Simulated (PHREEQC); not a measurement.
Consider water at 25 °C with 0.62 mol/kgw HCl and 1.8 mol/kgw FeCl2. Closed to the air; pH follows from the charge balance.

All values are PHREEQC results (Pitzer model, pitzer.dat), not measurements.

This is a speciation only: nothing precipitates in the calculation.

### Question
What pH does the model give?

### Answer
pH -0.33.

In brines, pH and single-ion activities rest on the MacInnes convention.
